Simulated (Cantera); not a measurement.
A Cantera script and its output.

```python
import numpy as np
import cantera as ct

gas = ct.Solution("gri30.yaml")
gas.TPX = 1600, 100000, {'CH4': 1, 'N2': 97}
inlet = ct.Reservoir(gas, clone=True)

reactor = ct.IdealGasConstPressureReactor(gas, energy="off", clone=False)
exhaust = ct.Reservoir(gas, clone=True)
tau = [9.4, 2.8, 0.85, 0.25, 0.076, 0.023, 0.0069, 0.0021, 0.00062, 0.00018][0]
for a, b in ((inlet, reactor), (reactor, exhaust)):
    ct.MassFlowController(a, b, mdot=lambda t: reactor.mass / tau)
net = ct.ReactorNet([reactor])
show = ['CH4', 'HCN', 'CH2', 'H', 'H2']

rows = []
print(f"{'tau/s':>10s}{'T/K':>9s}" + "".join(f"{s:>11s}" for s in show))
for tau in [9.4, 2.8, 0.85, 0.25, 0.076, 0.023, 0.0069, 0.0021, 0.00062, 0.00018]:
    net.initial_time = 0.0
    net.advance(30 * tau)
    before = gas.X
    net.advance(40 * tau)
    drift = np.max(np.abs(gas.X - before) / (gas.X + 1e-9))
    rows.append([gas.T, *gas[show].X, drift])
    print(f"{tau:10.3e}{gas.T:9.1f}" + "".join(f"{x:11.3e}" for x in gas[show].X))
```

Output:

```
     tau/s      T/K        CH4        HCN        CH2          H         H2
 9.400e+00   1600.0  1.004e-03  2.565e-06  3.704e-09  6.089e-06  1.364e-02
 2.800e+00   1600.0  1.771e-03  1.323e-06  6.506e-09  5.616e-06  1.249e-02
 8.500e-01   1600.0  2.980e-03  6.432e-07  1.103e-08  4.903e-06  1.067e-02
 2.500e-01   1600.0  4.714e-03  2.661e-07  1.819e-08  3.906e-06  8.025e-03
 7.600e-02   1600.0  6.618e-03  9.233e-08  2.776e-08  2.779e-06  5.076e-03
 2.300e-02   1600.0  8.319e-03  2.277e-08  3.704e-08  1.634e-06  2.418e-03
 6.900e-03   1600.0  9.565e-03  2.442e-09  3.242e-08  6.386e-07  6.529e-04
 2.100e-03   1600.0  1.009e-02  9.079e-11  1.138e-08  1.733e-07  8.467e-05
 6.200e-04   1600.0  1.018e-02  4.079e-12  1.900e-09  8.120e-08  1.289e-05
 1.800e-04   1600.0  1.020e-02  2.081e-13  2.340e-10  6.851e-08  3.197e-06
```

Computed with Cantera and GRI-Mech 3.0 (53 species, 325 reactions). GRI-Mech 3.0 stops at C3 and has no aromatics, soot or wall deposition, so with more carbon than oxygen in the feed, carbon stays in small species such as C2H2 where larger ones or solid carbon would form.
